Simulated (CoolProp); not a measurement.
Values from CoolProp's reference Helmholtz-energy equation of state, Smukala 2000.

Question: Give the vapour pressure (kPa), vapour density (kg/m³), liquid cp (kJ/(kg K)) of saturated ethylene at 176.2, 182.3 K.

Answer: 
```
T (K)  p (kPa)  vapour density (kg/m³)  liquid cp (kJ/(kg K))
-----  -------  ----------------------  ---------------------
176.2      149                    2.98                   2.43
182.3      204                    4.00                   2.45
```
